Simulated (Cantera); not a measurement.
What does this Cantera script print?

```python
import numpy as np
import cantera as ct

gas = ct.Solution("gri30.yaml", transport_model="mixture-averaged")
show = ['NH3', 'NO', 'H2O']

rows = []
print(f"{'T/K':>7s}{'rho':>11s}{'cp':>10s}{'mu':>11s}{'lambda':>11s}{'Pr':>7s}" + "".join(f"{'D_' + s:>11s}" for s in show))
for T in [400, 500, 600, 700, 800, 900, 1000, 1100]:
    gas.TPX = T, 13000, {'CH3OH': 1, 'C2H4': 0.9, 'CO2': 0.66, 'C2H6': 0.71}
    Pr = gas.cp_mass * gas.viscosity / gas.thermal_conductivity
    D = [gas.mix_diff_coeffs_mole[gas.species_index(s)] for s in show]
    rows.append([gas.density, gas.cp_mass, gas.viscosity, gas.thermal_conductivity, Pr, *D])
    print(f"{T:7g}{gas.density:11.4e}{gas.cp_mass:10.1f}{gas.viscosity:11.4e}"
          f"{gas.thermal_conductivity:11.4e}{Pr:7.3f}" + "".join(f"{d:11.4e}" for d in D))
print("SI units: kg/m3, J/kg/K, Pa s, W/m/K, m2/s")
```

Output:

```
    T/K        rho        cp         mu     lambda     Pr      D_NH3       D_NO      D_H2O
    400 1.2872e-01    1599.8 1.4343e-05 3.0471e-02  0.753 2.0981e-04 2.0199e-04 2.1635e-04
    500 1.0298e-01    1859.3 1.7640e-05 4.3345e-02  0.757 3.2527e-04 3.0163e-04 3.3675e-04
    600 8.5816e-02    2097.7 2.0719e-05 5.6977e-02  0.763 4.6186e-04 4.1599e-04 4.7996e-04
    700 7.3557e-02    2301.3 2.3604e-05 7.0837e-02  0.767 6.1777e-04 5.4397e-04 6.4405e-04
    800 6.4362e-02    2469.4 2.6320e-05 8.4655e-02  0.768 7.9156e-04 6.8472e-04 8.2746e-04
    900 5.7211e-02    2614.3 2.8890e-05 9.8284e-02  0.768 9.8204e-04 8.3758e-04 1.0289e-03
   1000 5.1490e-02    2760.8 3.1332e-05 1.1165e-01  0.775 1.1883e-03 1.0020e-03 1.2474e-03
   1100 4.6809e-02    2876.5 3.3662e-05 1.2470e-01  0.777 1.4094e-03 1.1775e-03 1.4820e-03
SI units: kg/m3, J/kg/K, Pa s, W/m/K, m2/s
```

Detailed kinetics in Cantera: GRI-Mech 3.0 (53 species, 325 reactions). Polar gases are described roughly by these parameters. The composition is frozen, though it would react at the higher temperatures.
